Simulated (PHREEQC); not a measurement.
A made-up water analysis in mg/kgw, 25 °C, pH 2.92, pe 12.3: Na 1320; K 2.19; Ca 205; Mg 438; Cl 1290; S(6) as SO4 3280; Pb 40; Zn 64.4; Cu(2) 5.52.

Valence states are taken as typed.

All values are PHREEQC results (ion-association model, wateq4f.dat), not measurements.

| quantity | before | after |
|---|---|---|
| ionic strength (mol/kgw) | 0.121 | 0.110 |
| SO4-2 (mol/kgw) | 0.0214 | 0.0183 |
| Mg+2 (mol/kgw) | 0.0109 | 0.00863 |
| MgSO4 (mol/kgw) | 0.00717 | 0.00938 |
| Ca+2 (mol/kgw) | 0.00332 | 0.00325 |
| SI of Gypsum (CaSO4:2H2O) | -0.46 | -0.50 |
| SI of Anglesite (PbSO4) | +1.00 | +0.75 |

What was changed between the two runs?
A) Ca from 205 to 102 mg/kgw
B) temperature from 25 to 55 °C at the same typed pH
C) all concentrations times 3 at the same typed pH
D) K from 2.19 to 4.38 mg/kgw

B, temperature from 25 to 55 °C at the same typed pH

Precipitation was switched off in this run. Some of these states are supersaturated (in Anglesite, for instance). At this temperature some constants are extrapolated from 25 °C, and those without enthalpy data are left unchanged.
